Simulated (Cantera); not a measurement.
Feed: 1 mol Si, 8.2 mol Br₂, 0.71 mol N₂, 6.2 mol HBr, equilibrated at 750 °C and 9.30e-5 bar.

Equilibrium computed with Cantera from the NASA thermochemical tables; the gas is ideal and each condensed phase is pure. Candidate condensed phases: Br₂, Si, Si₃N₄; 28 gas species. Equilibrium is a limit: real reactors are often held back by kinetics, nucleation or transport.

Base state: HBr 0.364, Br 0.341, Br₂ 0.194, SiBr₄ 0.0588, N₂ 0.0417 (mole fractions); condensed: gas only.

What changes in the equilibrium state with this change: temperature from 750 °C to 1225 °C?


```tsv
species	before	after
Br	0.341	0.652
HBr	0.364	0.266
SiBr₂	1.20e-8	0.0435
Br₂	0.194	0.000451
SiBr₄	0.0588	0.000298
N₂	0.0417	0.0317
H	<1e-9	0.000132
SiBr	<1e-9	1.57e-5
```
The tables' values for SiBr₃, SiBr are old estimates; treat these amounts as uncertain.
